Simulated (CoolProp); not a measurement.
Vapour-liquid equilibrium of benzene (1) + n-nonane (2) at 0.37 MPa; x and y are mole fractions of (1).

Computed with CoolProp (multi-fluid Helmholtz-energy mixture model, Thol 2012 and Lemmon 2006; pair parameters Bell 2016).

### Question
Give the bubble temperature and the first vapour's composition at x = 0.35, 0.5, 0.95. Is there an azeotrope?

### Answer
x = 0.35: 434.0 K, y = 0.731; x = 0.5: 423.9 K, y = 0.828; x = 0.95: 403.9 K, y = 0.987. No azeotrope shows between x = 0.05 and 0.95.

Pair parameters are fitted to limited data, so mixtures are less certain than the pure fluids.
